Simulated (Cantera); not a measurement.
# Pyrogenic steam for wet oxidation

An isothermal, constant-pressure homogeneous reactor starts with H₂ : O₂ : N₂ = 0.37 : 1 : 0.63 (molar parts), equivalence ratio 0.18, at 1150 K and 90.0 Torr.

Computed with Cantera and the H2/O2 subset of GRI-Mech 3.0, which has no nitrogen chemistry. The temperature is held fixed by assumption; the heat of reaction is taken as removed at once.

```tsv
t (s)	x H₂	x O₂	x OH	x H	x HO₂
0.000100	0.185	0.500	1.15e-6	4.64e-6	2.26e-7
0.000419	0.00856	0.433	0.00601	0.0220	5.76e-5
0.00176	0.000332	0.448	0.000831	9.11e-5	1.91e-5
0.00737	1.58e-5	0.449	0.000198	1.17e-6	2.04e-6
0.0309	1.16e-6	0.449	6.75e-5	4.46e-8	2.66e-7
0.129	1.61e-7	0.449	2.79e-5	3.16e-9	4.92e-8
0.543	3.10e-8	0.449	1.27e-5	3.00e-10	1.36e-8
2.28	7.53e-9	0.449	6.30e-6	3.76e-11	9.53e-9
9.54	3.88e-9	0.449	4.39e-6	1.38e-11	1.11e-8
40.0	3.80e-9	0.449	4.34e-6	1.34e-11	1.12e-8
```
x: mole fraction; the columns are a selection and need not sum to one.

Equilibrium at this temperature and pressure: H₂ 3.80e-9, O₂ 0.449, OH 4.34e-6, H 1.34e-11, HO₂ 1.12e-8 (gas phase only).
